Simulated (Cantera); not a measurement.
Feed: 1 mol CH3Cl, 0.35 mol HCl, 0.07 mol H2, equilibrated at 1148.15 K and 0.00133 bar.

These are equilibrium values from Cantera (NASA tables, ideal gas, pure condensed phases), not measurements of a reactor. Candidate condensed phases: C, C6H6, C7H8, C8H18; 91 gas species. The numbers say what is thermodynamically allowed, not how fast it happens.

Base state: HCl 0.558, H2 0.442 (mole fractions); condensed: C(graphite).

Q: What changes in the equilibrium state with this change: temperature from 1148.15 K to 2350 K?

A: 
```json
[
 {"species": "H2", "before": "0.442", "after": "0.336"},
 {"species": "HCl", "before": "0.558", "after": "0.326"},
 {"species": "H", "before": "1.31e-6", "after": "0.198"},
 {"species": "Cl", "before": "1.46e-6", "after": "0.138"},
 {"species": "C2H2 (acetylene)", "before": "1.65e-8", "after": "0.00185"},
 {"species": "C2H", "before": "<1e-9", "after": "5.58e-5"},
 {"species": "C3", "before": "<1e-9", "after": "3.10e-5"},
 {"species": "C2HCl", "before": "<1e-9", "after": "1.59e-5"},
 {"species": "C(graphite), mol", "before": "1.000", "after": "0.988"}
]
```
